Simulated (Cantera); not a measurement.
An isothermal, constant-pressure homogeneous reactor starts with 45.5 % CH4, 54.5 % H2O, at 2050 K and 675 Torr.

Cantera simulation using GRI-Mech 3.0 (53 species, 325 reactions); the numbers are that mechanism's predictions, not measurements.

One state of this run: x CH4 = 4.65e-8; x H2O = 0.0445; x C2H2 = 6.67e-11; x O = 2.84e-8; x H2O2 = 2.54e-12; x OH = 1.38e-5. x: mole fraction; the columns are a selection and need not sum to one.

**Question.** Which value of t (s) does it belong to?
A) 0.00109
B) 62.7
C) 4.78e-5
D) 0.00524

**Answer.** B, 62.7
